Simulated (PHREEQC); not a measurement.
0.079 g of hydrous ferric oxide (600 m²/g; 0.2 weak and 0.005 strong sites per Fe, Dzombak-Morel constants, diffuse double layer) in 1 kg of water with 0.005 mol/kgw of an inert sodium salt and 4e-06 mol MgCl2, at 25 °C; the pH is set by adding NaOH or the inert anion's acid. O2 is buffered at 0.21 atm. No CO2 enters from the air. No solid was allowed to form.

The series has 13 steps of pH, from 3 to 11.

Equilibrium calculation in PHREEQC: ion-association model, wateq4f.dat.

Question: Near which pH is half of the Mg sorbed, and on which side is more sorbed?

Answer: Near pH 8.4, with more sorbed at higher pH.

Species that the database lacks are ignored. The oxide is taken as insoluble; below pH 4 it would dissolve.
